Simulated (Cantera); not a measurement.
# Premixed flame

A freely propagating, adiabatic, planar premixed flame of H2 : O2 : N2 = 1 : 0.649 : 2.44 (molar parts), equivalence ratio 0.77, unburnt at 348 K and 1.01 bar; mixture-averaged transport, grid criteria slope 0.08 and curve 0.16, no radiation.

Computed with Cantera and the H2/O2 subset of GRI-Mech 3.0, which has no nitrogen chemistry. Burning velocities carry a grid error of a few per cent, more on coarse grids.

```json
[
 {"z (mm)": "-1.05", "T (K)": "348", "u (m/s)": "2.01", "x H2": "0.245", "x O2": "0.159", "x H": "<1e-8", "x O": "<1e-8", "x H2O2": "<1e-8", "x HO2": "<1e-8"},
 {"z (mm)": "-0.699", "T (K)": "348", "u (m/s)": "2.01", "x H2": "0.244", "x O2": "0.159", "x H": "<1e-8", "x O": "<1e-8", "x H2O2": "<1e-8", "x HO2": "<1e-8"},
 {"z (mm)": "-0.524", "T (K)": "348", "u (m/s)": "2.01", "x H2": "0.244", "x O2": "0.159", "x H": "<1e-8", "x O": "<1e-8", "x H2O2": "<1e-8", "x HO2": "2.25e-8"},
 {"z (mm)": "-0.350", "T (K)": "349", "u (m/s)": "2.01", "x H2": "0.242", "x O2": "0.159", "x H": "<1e-8", "x O": "1.89e-8", "x H2O2": "9.68e-8", "x HO2": "5.66e-7"},
 {"z (mm)": "-0.175", "T (K)": "386", "u (m/s)": "2.18", "x H2": "0.224", "x O2": "0.162", "x H": "2.56e-6", "x O": "1.93e-6", "x H2O2": "2.10e-5", "x HO2": "0.000131"},
 {"z (mm)": "-0.0874", "T (K)": "675", "u (m/s)": "3.67", "x H2": "0.177", "x O2": "0.157", "x H": "0.00171", "x O": "0.000161", "x H2O2": "8.34e-5", "x HO2": "0.000341"},
 {"z (mm)": "0", "T (K)": "1104", "u (m/s)": "5.85", "x H2": "0.108", "x O2": "0.126", "x H": "0.0125", "x O": "0.00258", "x H2O2": "1.71e-5", "x HO2": "0.000134"},
 {"z (mm)": "0.0874", "T (K)": "1406", "u (m/s)": "7.39", "x H2": "0.0499", "x O2": "0.0829", "x H": "0.0225", "x O": "0.00745", "x H2O2": "5.18e-6", "x HO2": "6.92e-5"},
 {"z (mm)": "0.175", "T (K)": "1575", "u (m/s)": "8.24", "x H2": "0.0266", "x O2": "0.0609", "x H": "0.0227", "x O": "0.00955", "x H2O2": "2.86e-6", "x HO2": "4.31e-5"},
 {"z (mm)": "0.350", "T (K)": "1743", "u (m/s)": "9.06", "x H2": "0.0182", "x O2": "0.0514", "x H": "0.0160", "x O": "0.00864", "x H2O2": "1.37e-6", "x HO2": "2.76e-5"},
 {"z (mm)": "0.699", "T (K)": "1891", "u (m/s)": "9.75", "x H2": "0.0138", "x O2": "0.0476", "x H": "0.00868", "x O": "0.00604", "x H2O2": "7.00e-7", "x HO2": "1.74e-5"},
 {"z (mm)": "1.40", "T (K)": "2007", "u (m/s)": "10.3", "x H2": "0.00882", "x O2": "0.0451", "x H": "0.00379", "x O": "0.00355", "x H2O2": "4.15e-7", "x HO2": "9.99e-6"},
 {"z (mm)": "2.80", "T (K)": "2084", "u (m/s)": "10.6", "x H2": "0.00467", "x O2": "0.0439", "x H": "0.00133", "x O": "0.00178", "x H2O2": "2.69e-7", "x HO2": "5.39e-6"}
]
```
x: mole fraction of selected species; z is measured from the peak of heat release.

laminar burning velocity: 201 cm/s
thermal thickness: 0.350 mm
peak x(H): 0.0236
peak x(O): 0.00962
peak x(H2O2): 8.69e-5
peak x(HO2): 0.000448
